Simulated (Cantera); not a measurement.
A perfectly stirred reactor is fed with 0.907 % CO, 0.838 % O2, 0.780 % H2O, 97.5 % N2, at 100.0 Torr; it is held at 1173 K, and followed from long to short residence time.

Computed with Cantera and GRI-Mech 3.0 (53 species, 325 reactions).

Predict: x(CO) at τ = 2.20 s; x(O2) at τ = 2.20 s; x(H2O) at τ = 2.20 s; x(NO) at τ = 2.20 s; x(H2O2) at τ = 2.20 s; x(CO) at τ = 42.0 ms; x(O2) at τ = 42.0 ms; x(H2O) at τ = 42.0 ms; x(NO) at τ = 42.0 ms; x(H2O2) at τ = 42.0 ms.


| Quantity | Value |
|---|---|
| x(CO) at τ = 2.20 s | 0.000292 |
| x(O2) at τ = 2.20 s | 0.00401 |
| x(H2O) at τ = 2.20 s | 0.00772 |
| x(NO) at τ = 2.20 s | 1.99e-7 |
| x(H2O2) at τ = 2.20 s | 2.29e-8 |
| x(CO) at τ = 42.0 ms | 0.00323 |
| x(O2) at τ = 42.0 ms | 0.00556 |
| x(H2O) at τ = 42.0 ms | 0.00704 |
| x(NO) at τ = 42.0 ms | 3.77e-7 |
| x(H2O2) at τ = 42.0 ms | 2.68e-8 |
